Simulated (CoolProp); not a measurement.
Vapour-liquid equilibrium of isobutane (1) + acetone (2) at -1.55 °C; x and y are mole fractions of (1).

The numbers come from the multi-fluid Helmholtz-energy mixture model, Bücker 2006 and Lemmon 2006; pair parameters Bell 2016 in CoolProp.

```tsv
x	bubble pressure (kPa)	y at the bubble point	dew pressure at overall composition x (kPa)	liquid density (mol/L)
0.05	45.90	0.818	9.012	13.75
0.125	85.20	0.905	9.783	13.36
0.2	109.0	0.928	10.70	12.99
0.275	122.2	0.938	11.80	12.64
0.35	128.5	0.942	13.15	12.30
0.425	130.9	0.944	14.84	11.97
0.5	131.5	0.944	17.05	11.66
0.575	131.5	0.944	20.01	11.36
0.65	131.8	0.944	24.24	11.08
0.725	133.1	0.946	30.71	10.82
0.8	135.6	0.951	41.90	10.57
0.875	139.5	0.961	65.78	10.35
0.95	144.6	0.980	135.1	10.14
```

No azeotrope shows between x = 0.05 and 0.95.

Pair parameters are fitted to limited data, so mixtures are less certain than the pure fluids. With so large a gap from Raoult's law the liquid may split in two, which this calculation doesn't test in full.
